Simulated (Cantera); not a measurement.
Charge: 1 mol BCl3, 27 mol H2, 58 mol N2, equilibrated at 700 °C and 0.0100 bar.

Method: chemical equilibrium by Gibbs-energy minimisation in Cantera with the NASA 1993 tables (ideal gas, pure condensed phases). Candidate condensed phases: B, BN, NH4Cl; 21 gas species. N2 is the only nitrogen source here; it is nearly inert below about 1500 K, so the nitride shown seldom forms there in practice. The numbers say what is thermodynamically allowed, not how fast it happens.

Base state: N2 0.669, H2 0.297, HCl 0.0349 (mole fractions); condensed: BN(s).

Task: What changes in the equilibrium state with this change: BCl3 replaced by BF3?

Result: 
```json
[
 {"species": "N2", "before": "0.669", "after": "0.674"},
 {"species": "H2", "before": "0.297", "after": "0.312"},
 {"species": "BF3", "before": "0", "after": "0.0101"},
 {"species": "HCl", "before": "0.0349", "after": "0"},
 {"species": "HF", "before": "0", "after": "0.00453"},
 {"species": "BN(s), mol", "before": "1.00", "after": "0.130"}
]
```
